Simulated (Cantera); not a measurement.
Stirred combustor or abatement burner

A perfectly stirred reactor is fed with H₂ : O₂ : N₂ : H₂O = 1 : 0.5 : 3.55 : 0.92 (molar parts), equivalence ratio 1.0, at 1.01 bar; it is adiabatic with a 725 K inlet, and is followed from long to short residence time, starting on the burning branch (τ in s: 0.04, 0.019, 0.0091, 0.0043, 0.002, 0.00097, 0.00046, 0.00022, 0.0001, 4.9e-05, 2.3e-05, 1.1e-05).

Detailed kinetics in Cantera: GRI-Mech 3.0 (53 species, 325 reactions).

```json
[
 {"τ (s)": "0.040", "T (K)": "1855", "x H₂": "0.00722", "x O₂": "0.00316", "x H₂O": "0.341", "x N₂O": "5.98e-8", "x OH": "0.00210", "x HO₂": "1.18e-6"},
 {"τ (s)": "0.019", "T (K)": "1839", "x H₂": "0.00900", "x O₂": "0.00398", "x H₂O": "0.338", "x N₂O": "6.36e-8", "x OH": "0.00256", "x HO₂": "1.81e-6"},
 {"τ (s)": "0.0091", "T (K)": "1817", "x H₂": "0.0112", "x O₂": "0.00502", "x H₂O": "0.335", "x N₂O": "6.57e-8", "x OH": "0.00311", "x HO₂": "2.71e-6"},
 {"τ (s)": "0.0043", "T (K)": "1789", "x H₂": "0.0139", "x O₂": "0.00635", "x H₂O": "0.331", "x N₂O": "6.64e-8", "x OH": "0.00373", "x HO₂": "3.98e-6"},
 {"τ (s)": "0.0020", "T (K)": "1751", "x H₂": "0.0172", "x O₂": "0.00803", "x H₂O": "0.325", "x N₂O": "6.60e-8", "x OH": "0.00438", "x HO₂": "5.76e-6"},
 {"τ (s)": "0.00097", "T (K)": "1705", "x H₂": "0.0207", "x O₂": "0.00998", "x H₂O": "0.319", "x N₂O": "6.46e-8", "x OH": "0.00494", "x HO₂": "8.00e-6"},
 {"τ (s)": "0.00046", "T (K)": "1645", "x H₂": "0.0247", "x O₂": "0.0124", "x H₂O": "0.312", "x N₂O": "6.22e-8", "x OH": "0.00533", "x HO₂": "1.11e-5"},
 {"τ (s)": "0.00022", "T (K)": "1574", "x H₂": "0.0293", "x O₂": "0.0153", "x H₂O": "0.303", "x N₂O": "5.85e-8", "x OH": "0.00540", "x HO₂": "1.53e-5"},
 {"τ (s)": "0.00010", "T (K)": "1481", "x H₂": "0.0355", "x O₂": "0.0195", "x H₂O": "0.292", "x N₂O": "5.25e-8", "x OH": "0.00497", "x HO₂": "2.20e-5"},
 {"τ (s)": "4.9e-5", "T (K)": "1375", "x H₂": "0.0462", "x O₂": "0.0259", "x H₂O": "0.277", "x N₂O": "4.27e-8", "x OH": "0.00395", "x HO₂": "3.33e-5"},
 {"τ (s)": "2.3e-5", "T (K)": "725", "x H₂": "0.168", "x O₂": "0.0838", "x H₂O": "0.154", "x N₂O": "<1e-12", "x OH": "<1e-12", "x HO₂": "<1e-12"},
 {"τ (s)": "1.1e-5", "T (K)": "725", "x H₂": "0.168", "x O₂": "0.0838", "x H₂O": "0.154", "x N₂O": "<1e-12", "x OH": "<1e-12", "x HO₂": "<1e-12"}
]
```
x: mole fraction; the columns are a selection and need not sum to one.
